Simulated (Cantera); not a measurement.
A perfectly stirred reactor is fed with CH4 : O2 : N2 = 1 : 2.17 : 8.17 (molar parts), equivalence ratio 0.92, at 10.0 bar; it is adiabatic with a 375 K inlet, and is followed from long to short residence time, starting on the burning branch (τ in s: 0.08, 0.033, 0.013, 0.0055, 0.0023, 0.00093, 0.00038, 0.00016, 6.4e-05, 2.6e-05, 1.1e-05, 4.4e-06).

Detailed kinetics in Cantera: GRI-Mech 3.0 (53 species, 325 reactions).

One state of this run: T (K) = 2067; x CH4 = 0.000438; x O2 = 0.0259; x HO2 = 2.75e-5; x NO = 8.81e-5; x C2H4 = 1.68e-6; x C2H2 = 1.73e-6; x HCN = 2.89e-6. x: mole fraction; the columns are a selection and need not sum to one.

### Question
Which value of τ (s) does it belong to?
A) 6.4e-5
B) 0.080
C) 4.4e-6
D) 0.0023

### Answer
A, 6.4e-5
